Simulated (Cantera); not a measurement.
Cantera run, input and output.

```python
import numpy as np
import cantera as ct

gas = ct.Solution("gri30.yaml")
gas.TPX = 1550, 3600, {'C2H4': 1, 'H2': 0.74}
inlet = ct.Reservoir(gas, clone=True)

reactor = ct.IdealGasConstPressureReactor(gas, energy="off", clone=False)
exhaust = ct.Reservoir(gas, clone=True)
tau = [1.5, 0.84, 0.48, 0.28, 0.16, 0.09, 0.052, 0.03, 0.017, 0.0097][0]
for a, b in ((inlet, reactor), (reactor, exhaust)):
    ct.MassFlowController(a, b, mdot=lambda t: reactor.mass / tau)
net = ct.ReactorNet([reactor])
show = ['C2H4', 'H2', 'CH2', 'C2H2', 'C2H6', 'CH4', 'C2H']

rows = []
print(f"{'tau/s':>10s}{'T/K':>9s}" + "".join(f"{s:>11s}" for s in show))
for tau in [1.5, 0.84, 0.48, 0.28, 0.16, 0.09, 0.052, 0.03, 0.017, 0.0097]:
    net.initial_time = 0.0
    net.advance(30 * tau)
    before = gas.X
    net.advance(40 * tau)
    drift = np.max(np.abs(gas.X - before) / (gas.X + 1e-9))
    rows.append([gas.T, *gas[show].X, drift])
    print(f"{tau:10.3e}{gas.T:9.1f}" + "".join(f"{x:11.3e}" for x in gas[show].X))
```

Result:

```
     tau/s      T/K       C2H4         H2        CH2       C2H2       C2H6        CH4        C2H
 1.500e+00   1550.0  1.168e-02  6.301e-01  3.969e-10  3.574e-01  5.541e-07  7.725e-04  8.602e-08
 8.400e-01   1550.0  2.433e-02  6.256e-01  4.670e-10  3.494e-01  9.378e-07  6.322e-04  6.116e-08
 4.800e-01   1550.0  4.896e-02  6.167e-01  6.424e-10  3.338e-01  1.500e-06  5.227e-04  4.341e-08
 2.800e-01   1550.0  9.055e-02  6.016e-01  9.029e-10  3.074e-01  2.206e-06  4.202e-04  3.117e-08
 1.600e-01   1550.0  1.566e-01  5.776e-01  1.255e-09  2.655e-01  3.006e-06  3.123e-04  2.184e-08
 9.000e-02   1550.0  2.450e-01  5.454e-01  1.659e-09  2.093e-01  3.686e-06  2.080e-04  1.458e-08
 5.200e-02   1550.0  3.356e-01  5.124e-01  1.995e-09  1.518e-01  3.985e-06  1.266e-04  9.295e-09
 3.000e-02   1550.0  4.166e-01  4.829e-01  2.180e-09  1.003e-01  3.843e-06  6.903e-05  5.414e-09
 1.700e-02   1550.0  4.801e-01  4.598e-01  2.119e-09  6.004e-02  3.249e-06  3.251e-05  2.739e-09
 9.700e-03   1550.0  5.218e-01  4.446e-01  1.784e-09  3.360e-02  2.339e-06  1.315e-05  1.191e-09
```

Cantera simulation using GRI-Mech 3.0 (53 species, 325 reactions); the numbers are that mechanism's predictions, not measurements. GRI-Mech 3.0 was tuned for natural gas; its chemistry of ethylene as a main component is partial and can be far from experiment. GRI-Mech 3.0 stops at C3 and has no aromatics, soot or wall deposition, so with more carbon than oxygen in the feed, carbon stays in small species such as C2H2 where larger ones or solid carbon would form. Radical loss at walls, strong at low pressure, is not modelled.
